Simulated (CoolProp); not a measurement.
Values from CoolProp's reference Helmholtz-energy equation of state, Lemmon 2006. It is a short technical equation, of lower accuracy than the large ones.

**Question.** For CH3F (R41), give the phase and the cv (kJ/(kg K)), expansivity (1/kK) at 331.2 K and 0.886 MPa; 331.2 K and 2.66 MPa.

**Answer.** 
- 331.2 K and 0.886 MPa: gas; cv 0.953, expansivity 3.60
- 331.2 K and 2.66 MPa: gas; cv 1.04, expansivity 5.38
